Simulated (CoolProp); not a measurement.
A simple Rankine cycle with cyclohexane: condensing at 323.15 K, boiler at 3.66 MPa, turbine inlet 559.9 K, turbine efficiency 0.9, pump efficiency 0.6, no recuperator. Each further row changes one setting.

Model: reference Helmholtz-energy equation of state, Zhou 2014, in CoolProp.

```tsv
case	thermal efficiency (%)	net work (kJ/kg)	heat in (kJ/kg)	turbine exit temperature (K)	volume ratio over the turbine
as stated	22.8	173	756	444.2	137
turbine inlet 579.9 K	22.5	186	823	470.0	123
condensing temperature 315.15 K	23.9	184	772	438.2	184
boiler pressure 2.56 MPa	21.7	172	795	463.2	77.4
turbine efficiency 0.8	20.2	153	756	454.1	140
```
